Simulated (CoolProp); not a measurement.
Fluorine along the isotherm -126.05 °C: Z from the reference equation and from simpler models built on Tc = -128.7 °C, pc = 5.240 MPa, ω = 0.045; each cubic takes its own stable root.

Computed with CoolProp (reference Helmholtz-energy equation of state, de Reuck 1990).

| p (MPa) | phase | reference | Pitzer virial | van der Waals | Redlich-Kwong | Soave-Redlich-Kwong | Peng-Robinson |
|---|---|---|---|---|---|---|---|
| 0.202 | gas | 0.9880 | 0.9876 | 0.9890 | 0.9874 | 0.9875 | 0.9860 |
| 0.403 | gas | 0.9758 | 0.9753 | 0.9778 | 0.9748 | 0.9748 | 0.9719 |
| 0.605 | gas | 0.9633 | 0.9629 | 0.9663 | 0.9618 | 0.9619 | 0.9575 |
| 0.806 | gas | 0.9505 | 0.9505 | 0.9547 | 0.9487 | 0.9488 | 0.9430 |
| 1.01 | gas | 0.9372 | 0.9380 | 0.9426 | 0.9351 | 0.9352 | 0.9281 |
| 1.21 | gas | 0.9239 | 0.9257 | 0.9305 | 0.9216 | 0.9217 | 0.9132 |
| 1.41 | gas | 0.9102 | 0.9134 | 0.9181 | 0.9078 | 0.9080 | 0.8981 |
| 1.61 | gas | 0.8963 | 0.9012 | 0.9055 | 0.8938 | 0.8939 | 0.8828 |
| 1.81 | gas | 0.8820 | 0.8889 | 0.8925 | 0.8794 | 0.8796 | 0.8671 |
| 2.02 | gas | 0.8665 | 0.8760 | 0.8785 | 0.8639 | 0.8641 | 0.8503 |
| 2.22 | gas | 0.8514 | 0.8637 | 0.8647 | 0.8489 | 0.8491 | 0.8340 |
| 2.42 | gas | 0.8359 | 0.8514 | 0.8506 | 0.8334 | 0.8337 | 0.8174 |
| 2.62 | gas | 0.8200 | 0.8392 | 0.8360 | 0.8175 | 0.8178 | 0.8003 |
